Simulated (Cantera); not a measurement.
Charge: 1 mol TEOS, 3.6 mol N2O, 0.81 mol H2, equilibrated at 1750 °C and 0.120 bar.

Equilibrium computed with Cantera from the NASA thermochemical tables; the gas is ideal and each condensed phase is pure. The feed counts by its element totals alone. Equilibrium is a limit: real reactors are often held back by kinetics, nucleation or transport.

| species | before | after |
|---|---|---|
| H2 | 0.487 | 0.493 |
| CO | 0.330 | 0.334 |
| N2 | 0.162 | 0.161 |
| SiO | 0.0148 | 0.0101 |
| Si | 6.05e-5 | 9.16e-7 |
| C2H2 (acetylene) | 9.54e-5 | 1.18e-5 |
| H | 0.00383 | 0.000577 |
| HNC | 0.000126 | 2.24e-5 |
| H2O | 4.41e-6 | 1.56e-5 |
| HCN | 0.00212 | 0.000626 |
| SiC(s), mol | 0.672 | 0.664 |
| Si2N2O(s), mol | 0 | 0.0579 |
Gas species are given as mole fractions.

Q: Name the change that produced these shifts.
(A) temperature from 1750 °C to 1500 °C
(B) temperature from 1750 °C to 602 °C
(C) pressure from 0.120 bar to 1.60 mbar
(D) N2O from 3.6 to 6.9 mol

A: A, temperature from 1750 °C to 1500 °C. Mutual solubility and eutectic melting of coexisting phases are not modelled
